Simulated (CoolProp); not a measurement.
Saturation properties of carbonyl sulfide (Tc = 105.6 °C, pc = 6.369 MPa, ω = 0.098).

Model: reference Helmholtz-energy equation of state, Lemmon 2006, in CoolProp. It is a short technical equation, of lower accuracy than the large ones.

```csv
T (°C),p (MPa),liquid density (kg/m³),enthalpy of vaporisation (kJ/kg),liquid cp (kJ/(kg K)),vapour Z,surface tension (mN/m)
-93.95,0.007513,1264,336.7,1.166,0.9957,29.4
-78.55,0.02184,1233,327.2,1.164,0.9905,26.3
-63.15,0.05322,1202,317.4,1.170,0.9820,23.2
-47.75,0.1132,1169,307.3,1.184,0.9693,20.3
-32.35,0.2161,1135,296.5,1.205,0.9517,17.5
-17.05,0.3778,1100,284.8,1.234,0.9289,14.8
-1.65,0.6190,1062,271.7,1.272,0.9001,12.3
13.75,0.9588,1022,257.1,1.322,0.8649,9.87
29.15,1.418,978.0,240.3,1.390,0.8227,7.63
44.55,2.020,929.1,220.8,1.489,0.7723,5.56
```

It boils at -50.2 °C under 1 atm.

Surface tension comes from a separate correlation (Mulero 2012).
